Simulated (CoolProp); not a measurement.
Vapour-liquid equilibrium of carbon dioxide (1) + R152A (2) at 545 kPa; x and y are mole fractions of (1).

The numbers come from the multi-fluid Helmholtz-energy mixture model, Span 1996 and Outcalt 1996; pair parameters Bell 2016 in CoolProp.

| x | bubble temperature, mixture model (°C) | bubble temperature, Raoult's law (°C) | y, mixture model | y, Raoult's law |
|---|---|---|---|---|
| 0.05 | 10.1 | 8.0 | 0.321 | 0.393 |
| 0.15 | -8.3 | -10.4 | 0.669 | 0.721 |
| 0.25 | -20.8 | -22.0 | 0.818 | 0.848 |
| 0.35 | -29.5 | -30.3 | 0.890 | 0.909 |
| 0.45 | -36.0 | -36.5 | 0.930 | 0.943 |
| 0.55 | -41.0 | -41.4 | 0.954 | 0.964 |
| 0.65 | -45.1 | -45.4 | 0.970 | 0.977 |
| 0.75 | -48.5 | -48.8 | 0.982 | 0.987 |
| 0.85 | -51.5 | -51.7 | 0.990 | 0.993 |
| 0.95 | -54.1 | -54.2 | 0.997 | 0.998 |

The largest gap from Raoult's law is +2.1 K in bubble temperature, at x = 0.15. No azeotrope shows between x = 0.05 and 0.95.

Pair parameters are fitted to limited data, so mixtures are less certain than the pure fluids.
